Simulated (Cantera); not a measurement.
Charge: 1 mol Si3H8, 0.026 mol HCl, 71 mol N2, 0.0057 mol Cl2, held at 825 K and 100 Torr.

Equilibrium computed with Cantera from the NASA thermochemical tables; the gas is ideal and each condensed phase is pure. Candidate condensed phases: NH4Cl, Si, Si3N4; 28 gas species. The feed counts by its element totals alone. N2 is the only nitrogen source here; it is nearly inert below about 1500 K, so the nitride shown seldom forms there in practice. Rates play no part.

Base state: N2 0.945, H2 0.0547, HCl 0.000512 (mole fractions); condensed: Si3N4(s).

**Question.** What changes in the equilibrium state with this change: Si3H8 replaced by Si2Cl6?

**Answer.** 
```csv
species,before,after
N2,0.945,0.979
SiCl4,<1e-9,0.0208
HCl,0.000512,0.000359
H2,0.0547,5.46e-7
"Si3N4(s), mol",1.00,0.166
```
